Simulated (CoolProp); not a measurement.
Vapour-liquid equilibrium of isobutane (1) + isobutene (2) at 306.1 K; x and y are mole fractions of (1).

Values from CoolProp's multi-fluid Helmholtz-energy mixture model, Bücker 2006 and Lemmon 2005; pair parameters Bell 2016.

```
x     bubble pressure, mixture model (MPa)  bubble pressure, Raoult's law (MPa)  y, mixture model  y, Raoult's law
----  ------------------------------------  -----------------------------------  ----------------  ---------------
0.05                                0.3893                               0.3881             0.058            0.057
0.15                                0.3967                               0.3935             0.170            0.168
0.25                                0.4035                               0.3989             0.277            0.275
0.35                                0.4097                               0.4043             0.380            0.380
0.45                                0.4155                               0.4097             0.479            0.483
0.55                                0.4207                               0.4151             0.577            0.582
0.65                                0.4256                               0.4205             0.672            0.679
0.75                                0.4300                               0.4259             0.766            0.774
0.85                                0.4340                               0.4313             0.860            0.866
0.95                                0.4377                               0.4367             0.953            0.956
```

The largest gap from Raoult's law is +1.4 % in bubble pressure, at x = 0.45. No azeotrope shows between x = 0.05 and 0.95.

Pair parameters are fitted to limited data, so mixtures are less certain than the pure fluids.
